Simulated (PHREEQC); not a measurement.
Solution (20 °C): 0.19 mol/kgw NH4Br. It is in equilibrium with CO2 at log p = -3.5 (atm). Otherwise closed; pH follows from the charge balance.

Equilibrium calculation in PHREEQC: ion-association model, phreeqc.dat.

No solid was allowed to form.

### Question
Predict the pH, density.

### Answer
pH 5.17; density 1.009 g/cm³.

### Question
In which forms is C present?

### Answer
CO2 92 %, HCO3- 7.9 % of the C.
